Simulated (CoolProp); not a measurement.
Vapour-liquid equilibrium of CH3F (R41) (1) + chloromethane (R40) (2) at 1.13 MPa; x and y are mole fractions of (1).

Computed with CoolProp (multi-fluid Helmholtz-energy mixture model, Lemmon 2006 and Thol 2014; pair parameters Bell 2016).

```json
[
 {"x": "0.05", "bubble temperature (K)": "315.7", "y at the bubble point": "0.189", "dew temperature at overall composition x (K)": "321.4", "liquid density (mol/L)": "17.38"},
 {"x": "0.125", "bubble temperature (K)": "305.3", "y at the bubble point": "0.406", "dew temperature at overall composition x (K)": "318.4", "liquid density (mol/L)": "17.92"},
 {"x": "0.2", "bubble temperature (K)": "296.5", "y at the bubble point": "0.561", "dew temperature at overall composition x (K)": "315.2", "liquid density (mol/L)": "18.42"},
 {"x": "0.275", "bubble temperature (K)": "289.0", "y at the bubble point": "0.671", "dew temperature at overall composition x (K)": "311.8", "liquid density (mol/L)": "18.87"},
 {"x": "0.35", "bubble temperature (K)": "282.7", "y at the bubble point": "0.750", "dew temperature at overall composition x (K)": "308.2", "liquid density (mol/L)": "19.27"},
 {"x": "0.425", "bubble temperature (K)": "277.4", "y at the bubble point": "0.808", "dew temperature at overall composition x (K)": "304.3", "liquid density (mol/L)": "19.64"},
 {"x": "0.5", "bubble temperature (K)": "272.9", "y at the bubble point": "0.852", "dew temperature at overall composition x (K)": "300.2", "liquid density (mol/L)": "19.98"},
 {"x": "0.575", "bubble temperature (K)": "269.0", "y at the bubble point": "0.886", "dew temperature at overall composition x (K)": "295.6", "liquid density (mol/L)": "20.30"},
 {"x": "0.65", "bubble temperature (K)": "265.5", "y at the bubble point": "0.913", "dew temperature at overall composition x (K)": "290.5", "liquid density (mol/L)": "20.59"},
 {"x": "0.725", "bubble temperature (K)": "262.4", "y at the bubble point": "0.936", "dew temperature at overall composition x (K)": "284.8", "liquid density (mol/L)": "20.87"},
 {"x": "0.8", "bubble temperature (K)": "259.6", "y at the bubble point": "0.956", "dew temperature at overall composition x (K)": "278.2", "liquid density (mol/L)": "21.14"},
 {"x": "0.875", "bubble temperature (K)": "257.0", "y at the bubble point": "0.973", "dew temperature at overall composition x (K)": "270.2", "liquid density (mol/L)": "21.39"},
 {"x": "0.95", "bubble temperature (K)": "254.5", "y at the bubble point": "0.990", "dew temperature at overall composition x (K)": "260.5", "liquid density (mol/L)": "21.64"}
]
```

No azeotrope shows between x = 0.05 and 0.95.

The pair parameters rest on a limited set of measurements; away from them the model extrapolates.
